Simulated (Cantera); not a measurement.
**Low-pressure radical oxidation in H2/O2**

An isothermal, constant-pressure homogeneous reactor starts with H2 : O2 = 0.012 : 1 (molar parts), equivalence ratio 0.0060, at 1075 K and 10.00 Torr.

Detailed kinetics in Cantera: GRI-Mech 3.0 (53 species, 325 reactions). Radical loss at walls, strong at low pressure, is not modelled.

```csv
t (s),x H2,x O2,x HO2,x H,x OH,x O,x H2O
1.00e-5,0.0119,0.988,7.66e-12,7.20e-12,<1e-12,<1e-12,<1e-12
3.88e-5,0.0119,0.988,2.97e-11,2.38e-11,5.98e-12,6.12e-12,<1e-12
0.000151,0.0119,0.988,1.16e-10,5.96e-11,5.94e-11,6.52e-11,9.91e-12
0.000585,0.0119,0.988,4.52e-10,1.62e-10,4.25e-10,5.75e-10,2.93e-10
0.00227,0.0119,0.988,1.85e-9,2.30e-9,8.19e-9,1.36e-8,1.43e-8
0.00881,0.0116,0.988,1.19e-6,3.34e-5,0.000113,0.000195,0.000231
0.0342,5.45e-5,0.980,1.65e-6,0.000538,0.000531,0.00710,0.0113
0.133,2.11e-5,0.985,1.10e-6,0.000132,0.000332,0.00280,0.0117
0.515,3.31e-6,0.988,4.28e-7,8.44e-6,0.000133,0.000448,0.0119
2.00,3.05e-7,0.988,9.39e-8,2.53e-7,4.14e-5,4.31e-5,0.0119
```
x: mole fraction; the columns are a selection and need not sum to one.

Equilibrium at this temperature and pressure: H2 7.33e-11, O2 0.988, HO2 1.07e-9, H 1.10e-12, OH 6.75e-7, O 1.14e-8, H2O 0.0119 (gas phase only).
